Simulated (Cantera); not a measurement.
Input: 1 mol B2O3, 2.2 mol N2, 0.36 mol O2, held at 1725 °C and 0.105 Torr.

Equilibrium computed with Cantera from the NASA thermochemical tables; the gas is ideal and each condensed phase is pure. Candidate condensed phases: B, BN, B2O3; 17 gas species. The numbers say what is thermodynamically allowed, not how fast it happens.

Base state: N2 0.597, B2O3 0.230, BO2 0.0803, O2 0.0699, O 0.0147, BO 0.00487, NO 0.00382, B2O2 1.67e-5 (mole fractions); condensed: gas only.

Problem. What changes in the equilibrium state with this change: temperature from 1725 °C to 575 °C?

Solution. 
```json
[
 {"species": "N2", "before": "0.597", "after": "0.859"},
 {"species": "O2", "before": "0.0699", "after": "0.141"},
 {"species": "NO", "before": "0.00382", "after": "3.73e-6"},
 {"species": "B2O3", "before": "0.230", "after": "<1e-9"},
 {"species": "BO2", "before": "0.0803", "after": "<1e-9"},
 {"species": "O", "before": "0.0147", "after": "<1e-9"},
 {"species": "BO", "before": "0.00487", "after": "<1e-9"},
 {"species": "B2O2", "before": "1.67e-5", "after": "<1e-9"},
 {"species": "B2O3(l), mol", "before": "0", "after": "1.00"}
]
```

Problem. What changes in the equilibrium state with this change: pressure from 0.105 Torr to 0.825 Torr?

Solution. 
| species | before | after |
|---|---|---|
| N2 | 0.597 | 0.606 |
| B2O3 | 0.230 | 0.250 |
| O2 | 0.0699 | 0.0818 |
| BO2 | 0.0803 | 0.0520 |
| O | 0.0147 | 0.00568 |
| BO | 0.00487 | 0.00104 |
| B2O2 | 1.67e-5 | 5.97e-6 |
| NO | 0.00382 | 0.00417 |
